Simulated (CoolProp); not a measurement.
The numbers come from the reference Helmholtz-energy equation of state, Guder 2009 in CoolProp.

### Question
For sulfur hexafluoride, give the phase and the Joule-Thomson coefficient (K/MPa), expansivity (1/kK), viscosity (µPa s) at 359 K and 0.704 MPa; 359 K and 5.63 MPa.

### Answer
- 359 K and 0.704 MPa: gas; Joule-Thomson coefficient 5.86, expansivity 3.24, viscosity 18.2
- 359 K and 5.63 MPa: supercritical; Joule-Thomson coefficient 7.27, expansivity 15.2, viscosity 28.7

Viscosity comes from a separate model (Quiñones-Cisneros 2012).
